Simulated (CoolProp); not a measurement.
The numbers come from the reference Helmholtz-energy equation of state, Lemmon 2006 in CoolProp. It is a short technical equation, of lower accuracy than the large ones.

Question: For toluene, give the phase and the isothermal compressibility (1/MPa), viscosity (µPa s) at 620 K and 0.326 MPa; 620 K and 1.03 MPa.

Answer: 
- 620 K and 0.326 MPa: gas; isothermal compressibility 3.15, viscosity 14.2
- 620 K and 1.03 MPa: gas; isothermal compressibility 1.06, viscosity 14.3

Viscosity comes from a separate model (Avgeri 2015).
